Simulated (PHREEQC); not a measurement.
Dissolve 1.3 mmol/kgw CdCl2, 8.6 mmol/kgw H3BO3 and 150 mmol/kgw FeSO4 at 25 °C. Closed to the air; pH follows from the charge balance.

All values are PHREEQC results (ion-association model, wateq4f.dat), not measurements.

```json
[
 {"quantity": "pH", "before": "5.70", "after": "5.41"},
 {"quantity": "ionic strength (mol/kgw)", "before": "0.316", "after": "0.255"},
 {"quantity": "Cl- (mol/kgw)", "before": "0.00250", "after": "0.00251"},
 {"quantity": "CdSO4 (mol/kgw)", "before": "0.000519", "after": "0.000563"},
 {"quantity": "Cd(SO4)2-2 (mol/kgw)", "before": "0.000406", "after": "0.000299"},
 {"quantity": "SI of CdOHCl (CdOHCl)", "before": "-4.59", "after": "-4.20"}
]
```

Q: Name the change that produced these shifts.
A. 0.1 mol/kgw KCl added
B. FeSO4 replaced by Na2SO4 at the same molality
C. temperature from 25 to 90 °C
D. temperature from 25 to 5 °C
E. temperature from 25 to 65 °C

A: E, temperature from 25 to 65 °C

Precipitation was switched off in this run. Constants without temperature data keep their 25 °C values here.
